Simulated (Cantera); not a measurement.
## Boron, boron nitride and boron oxide: B2O3 + N2

Feed: 1 mol B2O3, a varied amount of N2, held at 2448 K and 0.000100 bar.

Cantera equilibrium calculation (NASA polynomials, part measured and part estimated; ideal gas, pure solids and liquids). Candidate condensed phases: B, BN, B2O3; 17 gas species. The numbers say what is thermodynamically allowed, not how fast it happens.

```csv
n(N2) (mol),x N2,x BO,x O,x BO2,x B2O3,x O2,x NO,x B2O2
0.83,0.267,0.422,0.124,0.120,0.0515,0.0123,0.00295,0.000702
1.3,0.358,0.376,0.115,0.0993,0.0379,0.0106,0.00317,0.000559
2.1,0.466,0.320,0.102,0.0754,0.0245,0.00844,0.00323,0.000404
3.4,0.577,0.259,0.0881,0.0526,0.0138,0.00624,0.00309,0.000265
5.4,0.676,0.203,0.0731,0.0340,0.00700,0.00429,0.00277,0.000162
8.6,0.763,0.151,0.0579,0.0201,0.00309,0.00269,0.00233,9.02e-5
14,0.835,0.106,0.0432,0.0106,0.00114,0.00150,0.00182,4.48e-5
22,0.886,0.0744,0.0315,0.00540,0.000407,0.000799,0.00137,2.18e-5
```
x: gas mole fraction; nothing condenses.

From 0.83 mol N2 to 22 mol N2 nothing is condensed. The main B-bearing gas is BO throughout.
